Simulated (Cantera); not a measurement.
An isothermal, constant-pressure homogeneous reactor starts with C₂H₆ : N₂ = 1 : 2.9 (molar parts), at 1525 K and 0.132 atm. Integrator tolerance rtol = 1e-08.

Cantera simulation using GRI-Mech 3.0 (53 species, 325 reactions); the numbers are that mechanism's predictions, not measurements. GRI-Mech 3.0 stops at C3 and has no aromatics, soot or wall deposition, so with more carbon than oxygen in the feed, carbon stays in small species such as C2H2 where larger ones or solid carbon would form.

| quantity | before | after |
|---|---|---|
| x(C₂H₆) at 4.00 s | 4.37e-6 (gas-phase equilibrium 3.43e-7) | 2.63e-6 (gas-phase equilibrium 7.06e-8) |
| x(H) at 4.00 s | 2.98e-5 (gas-phase equilibrium 3.76e-5) | 2.33e-5 (gas-phase equilibrium 2.99e-5) |
| x(C₂H₂) at 4.00 s | 0.159 (gas-phase equilibrium 0.111) | 0.0988 (gas-phase equilibrium 0.0572) |
| x(HCN) at 4.00 s | 9.67e-8 (gas-phase equilibrium 0.112) | 2.28e-7 (gas-phase equilibrium 0.0962) |
| x(C₂H₄) at 4.00 s | 0.00147 (gas-phase equilibrium 0.00108) | 0.000583 (gas-phase equilibrium 0.000353) |
| x(CH₄) at 4.00 s | 0.0293 (gas-phase equilibrium 0.00551) | 0.0179 (gas-phase equilibrium 0.00199) |
| x(CH₃) at 4.00 s | 5.82e-5 (gas-phase equilibrium 1.26e-5) | 4.46e-5 (gas-phase equilibrium 5.74e-6) |

Problem. Which change was made?
A. N2 2.9 to 6.4 parts
B. N2 2.9 to 2.2 parts
C. pressure from 0.132 atm to 0.178 atm
D. temperature 1525 to 1323 K

Solution. A, N2 2.9 to 6.4 parts
